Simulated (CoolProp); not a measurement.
A Linde-Hampson liquefier for oxygen: isothermal reversible compression at 300 K from 1 atm to 40 MPa, throttling to 1 atm, return gas leaving the recuperator 10 K below the feed. Each further row changes one setting.

Values from CoolProp's reference Helmholtz-energy equation of state, Schmidt 1985.

| case | liquid yield per pass | compression work (kJ/kg of gas) |
|---|---|---|
| as stated | 0.136 | 458 |
| high pressure 80 MPa | 0.136 | [?] |
| warm-end temperature 330 K | [?] | [?] |
| warm-end gap 15 K | [?] | 458 |

Some entries are withheld; supply them.


- high pressure 80 MPa, compression work (kJ/kg of gas): 524
- warm-end temperature 330 K, liquid yield per pass: 0.101
- warm-end temperature 330 K, compression work (kJ/kg of gas): 510
- warm-end gap 15 K, liquid yield per pass: 0.126

Above 300 K oxygen's equation is extrapolated.
